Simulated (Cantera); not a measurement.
Charge: 1 mol Si, 3 mol HCl, 5.7 mol N2, equilibrated at 5.48 Torr.

Equilibrium computed with Cantera from the NASA thermochemical tables; the gas is ideal and each condensed phase is pure. Candidate condensed phases: NH4Cl, Si, Si3N4; 28 gas species. N2 is the only nitrogen source here; it is nearly inert below about 1500 K, so the nitride shown seldom forms there in practice. The tables' values for SiCl3 are old estimates; treat these amounts as uncertain. Equilibrium is a limit: real reactors are often held back by kinetics, nucleation or transport. All values below are at 1475 K.

Base state: N2 0.650, HCl 0.201, H2 0.0794, SiCl2 0.0533, SiCl3 0.00953, SiCl4 0.00580, SiHCl3 0.000217, Cl 8.78e-5 (mole fractions); condensed: Si3N4(s).

### Question
What changes in the equilibrium state with this change: HCl from 3 to 1.2 mol?

### Answer
| species | before | after |
|---|---|---|
| N2 | 0.650 | 0.815 |
| HCl | 0.201 | 0.111 |
| H2 | 0.0794 | 0.0388 |
| SiCl2 | 0.0533 | 0.0287 |
| SiHCl3 | 0.000217 | 6.45e-5 |
| SiCl4 | 0.00580 | 0.00196 |
| SiCl3 | 0.00953 | 0.00406 |
| Si3N4(s), mol | 0.142 | 0.260 |

### Question
What changes in the equilibrium state with this change: 0.81 mol HF added?

### Answer
| species | before | after |
|---|---|---|
| N2 | 0.650 | 0.607 |
| HCl | 0.201 | 0.206 |
| H2 | 0.0794 | 0.105 |
| SiF4 | 0 | 0.0171 |
| SiCl2 | 0.0533 | 0.0440 |
| SiF3 | 0 | 0.00516 |
| HF | 0 | 0.00290 |
| SiF2 | 0 | 0.000928 |
| Si3N4(s), mol | 0.142 | 0.0962 |
The tables' values for SiCl3, SiF3, SiF2 are old estimates; treat these amounts as uncertain.
